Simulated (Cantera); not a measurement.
## Ignition delay

Mixture: H2 : O2 : N2 = 1 : 1.14 : 5.8 (molar parts), at 0.612 atm, adiabatic and at constant volume. Ignition delay is the time to a rise of 400 K.

Detailed kinetics in Cantera: the H2/O2 subset of GRI-Mech 3.0, which has no nitrogen chemistry. Where the delays flatten at high temperature, the 400 K rule measures the pace of heat release, not the induction time.

| T0 (K) | delay (ms) |
|---|---|
| 1075 | 0.209 |
| 1150 | 0.133 |
| 1225 | 0.0969 |
| 1300 | 0.0781 |
| 1375 | 0.0686 |
| 1450 | 0.0650 |
| 1525 | 0.0654 |
